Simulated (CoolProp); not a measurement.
Vapour-liquid equilibrium of CH2F2 (R32) (1) + R1234yf (2) at 280 K; x and y are mole fractions of (1).

The numbers come from the multi-fluid Helmholtz-energy mixture model, Tillner-Roth 1997 and Lemmon 2022; pair parameters Bell 2023 in CoolProp.

```
x     bubble pressure (MPa)  y at the bubble point  dew pressure at overall composition x (MPa)  liquid density (mol/L)
----  ---------------------  ---------------------  -------------------------------------------  ----------------------
0.05                      …                  0.139                                       0.4121                   10.35
0.15                 0.5351                  0.342                                       0.4479                   10.86
0.25                 0.6193                  0.481                                       0.4899                   11.43
0.35                 0.6946                  0.583                                       0.5395                   12.08
0.45                 0.7610                  0.662                                       0.5985                   12.81
0.55                 0.8192                  0.728                                       0.6686                   13.66
0.65                 0.8705                  0.786                                       0.7503                       …
0.75                      …                  0.841                                       0.8393                       …
0.85                 0.9567                  0.899                                       0.9230                   17.20
0.95                 0.9919                  0.963                                       0.9857                   18.86
```

Fill in the missing entries.


- 0.05, bubble pressure (MPa): 0.4435
- 0.65, liquid density (mol/L): 14.65
- 0.75, bubble pressure (MPa): 0.9161
- 0.75, liquid density (mol/L): 15.81

No azeotrope shows between x = 0.05 and 0.95.

The pair parameters rest on a limited set of measurements; away from them the model extrapolates.
